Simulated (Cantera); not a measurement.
# Thermodynamics of halide evaporation, hydrolysis and transport, feed FeCl₃ + O₂ + N₂

A closed system holds: 1 mol FeCl₃, 9.8 mol O₂, 0.84 mol N₂, at 877 °C and 100 Torr.

Method: chemical equilibrium by Gibbs-energy minimisation in Cantera with the NASA 1993 tables (ideal gas, pure condensed phases). Candidate condensed phases: Fe, FeCl₂, FeCl₃, FeO, Fe₂O₃, Fe₃O₄; 19 gas species. Rates play no part.

```json
{
 "x(O₂)": "0.795",
 "x(Cl₂)": "0.125",
 "x(N₂)": "0.0735",
 "x(FeCl₃)": "0.00294",
 "x(Cl)": "0.00266",
 "x(FeCl₂)": "0.000459",
 "x(NO)": "7.80e-5",
 "x(ClO)": "3.76e-5",
 "x(NO₂)": "1.21e-6",
 "n(Fe₂O₃(s))": "0.481 mol",
 "gas_amount": "11.42 mol",
 "log10 activity of FeCl₂(l) (absent)": "-3.46",
 "log10 activity of Fe(α) (absent)": "-11.18"
}
```
